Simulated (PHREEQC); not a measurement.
**Acid rinse or clean**

Dissolve 0.16 mol/kgw HCl, 0.016 mol/kgw FeCl3 and 0.00028 mol/kgw MnSO4 at 45 °C. Closed to the air; pH follows from the charge balance.

All values are PHREEQC results (ion-association model, wateq4f.dat), not measurements.

Precipitation was switched off in this run.

Q: Estimate the pH.

A: pH 0.90.

Q: In which forms is Mn present?

A: Mn+2 80 %, MnCl+ 19 %, MnCl2 0.8 % of the Mn.

Saturation is exceeded, for instance for Hematite (slow to form), Goethite (slow to form); the values hold only as long as no solid forms. Species that the database lacks are ignored. Constants without temperature data keep their 25 °C values here.
